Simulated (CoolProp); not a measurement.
Vapour-liquid equilibrium of ethylbenzene (1) + m-xylene (2) at 0.00802 MPa; x and y are mole fractions of (1).

Values from CoolProp's multi-fluid Helmholtz-energy mixture model, Zhou 2012 and Zhou 2012; pair parameters Bell 2016.

Give the bubble temperature and the first vapour's composition at x = 0.2, 0.35, 0.5. Is there an azeotrope?

x = 0.2: 337.0 K, y = 0.221; x = 0.35: 336.5 K, y = 0.378; x = 0.5: 336.1 K, y = 0.528. No azeotrope shows between x = 0.05 and 0.95.

Pair parameters are fitted to limited data, so mixtures are less certain than the pure fluids.
